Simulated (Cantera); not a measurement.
A closed system holds: 1 mol Cr, 3.2 mol NH3, 230 mol H2, equilibrated at 0.450 bar.

Cantera equilibrium calculation (NASA polynomials, part measured and part estimated; ideal gas, pure solids and liquids). Candidate condensed phases: Cr, CrN, Cr2N; 11 gas species. Kinetics and transport are ignored. All values below are at 2573 K.

Base state: H2 0.940, H 0.0496, N2 0.00657, Cr 0.00411 (mole fractions); condensed: gas only.

What changes in the equilibrium state with this change: NH3 from 3.2 to 20 mol?


```tsv
species	before	after
H2	0.940	0.912
H	0.0496	0.0489
N2	0.00657	0.0360
Cr	0.00411	0.00360
```

What changes in the equilibrium state with this change: pressure from 0.450 bar to 4.10 mbar?


| species | before | after |
|---|---|---|
| H2 | 0.940 | 0.582 |
| H | 0.0496 | 0.409 |
| N2 | 0.00657 | 0.00536 |
| Cr | 0.00411 | 0.00335 |
